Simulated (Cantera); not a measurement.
Feed: 1 mol C2F6, 0.064 mol F2, equilibrated at 0.133 bar.

These are equilibrium values from Cantera (NASA tables, ideal gas, pure condensed phases), not measurements of a reactor. Candidate condensed phases: C; 13 gas species. The feed counts by its element totals alone. The tables' values for C2F4 are old estimates; treat these amounts as uncertain. Gases not in the tables: C2F6 and larger saturated fluorocarbons. Kinetics and transport are ignored.

x: gas mole fraction; n: condensed amount in mol.

```csv
T (K),x CF4,x F,x CF2,x CF,x C3,x CF3,n C(graphite)
2173,0.859,0.0225,0.105,0.000228,1.04e-8,0.0126,___
2273,0.742,0.0470,0.191,0.000708,7.57e-8,0.0194,___
2373,0.574,0.0893,0.308,0.00193,4.63e-7,0.0263,___
2473,0.376,0.154,0.435,0.00462,2.44e-6,0.0303,___
2573,0.233,0.280,0.452,0.00711,2.75e-6,0.0286,0
2673,0.103,0.411,0.452,0.0121,7.60e-6,0.0222,0
2773,0.0328,0.488,0.441,0.0232,5.48e-5,0.0142,0
2873,0.00907,0.527,0.411,0.0443,0.000499,0.00824,0
2973,0.00261,0.597,0.328,0.0652,0.00175,0.00446,___
3073,0.000721,0.657,0.245,0.0881,0.00500,0.00227,___
3173,0.000188,0.695,0.174,0.113,0.0133,0.00109,___
3273,4.61e-5,0.715,0.114,0.132,0.0292,0.000483,0
3373,1.13e-5,0.750,0.0677,0.132,0.0362,0.000202,0
```

**Question.** Complete the blanks.

**Answer.** 
- 2173, n C(graphite): 0.385
- 2273, n C(graphite): 0.310
- 2373, n C(graphite): 0.190
- 2473, n C(graphite): 0.0236
- 2973, n C(graphite): 0.142
- 3073, n C(graphite): 0.259
- 3173, n C(graphite): 0.230
